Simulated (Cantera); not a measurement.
Gas mixture: CH₄ = 0.95 (molar parts), at 1.13 Torr, frozen composition.

Cantera's kinetic-theory transport with the Lennard-Jones parameters of GRI-Mech 3.0, ideal gas; thermal conductivity in the multicomponent form. The composition is frozen, though it would react at the higher temperatures.

D: mixture-averaged diffusion coefficient of that species in the mixture.

```
T (K)  ρ (kg/m³)  cp (J/kg/K)   μ (µPa s)  λ (mW/m/K)     Pr  D (cm²/s) CO₂  D (cm²/s) O  D (cm²/s) H₂O
-----  ---------  -----------  ----------  ----------  -----  -------------  -----------  -------------
400     0.000724         2526        14.4        50.8  0.718            198          375            269
600     0.000482         3287        19.5        88.4  0.725            410          751            582
800     0.000362   (withheld)  (withheld)  (withheld)  0.728     (withheld)   (withheld)     (withheld)
1000    0.000289         4589        27.7         174  0.730            989         1770           1470
1200    0.000241         5074        31.2         217  0.730           1350         2400           2020
1400    0.000207         5468        34.5         259  0.730           1750         3100           2630
1600    0.000181         5787        37.7         299  0.730           2180         3880           3310
1800    0.000161         6047        40.7         337  0.730           2660         4710           4040
2000    0.000145         6260        43.6  (withheld)  0.730     (withheld)   (withheld)     (withheld)
```

### Question
Fill in the missing entries.

### Answer

- 800, cp (J/kg/K): 3989
- 800, μ (µPa s): 23.8
- 800, λ (mW/m/K): 130
- 800, D (cm²/s) CO₂: 676
- 800, D (cm²/s) O: 1220
- 800, D (cm²/s) H₂O: 985
- 2000, λ (mW/m/K): 373
- 2000, D (cm²/s) CO₂: 3170
- 2000, D (cm²/s) O: 5610
- 2000, D (cm²/s) H₂O: 4830
